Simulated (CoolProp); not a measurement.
A Linde-Hampson liquefier for dry air: isothermal reversible compression at 300 K from 1 atm to 15 MPa, throttling to 1 atm, return gas leaving the recuperator 10 K below the feed. Each further row changes one setting.

Values from CoolProp's reference Helmholtz-energy equation of state, Lemmon 2000. It is a pseudo-pure fit of the blend.

```tsv
case	liquid yield per pass	compression work (kJ/kg of gas)
as stated	___	429
high pressure 30 MPa	0.077	___
warm-end temperature 330 K	___	___
warm-end gap 15 K	___	429
```

Q: Some entries are withheld; supply them.

A: 
- as stated, liquid yield per pass: 0.043
- high pressure 30 MPa, compression work (kJ/kg of gas): 491
- warm-end temperature 330 K, liquid yield per pass: 0.027
- warm-end temperature 330 K, compression work (kJ/kg of gas): 474
- warm-end gap 15 K, liquid yield per pass: 0.032
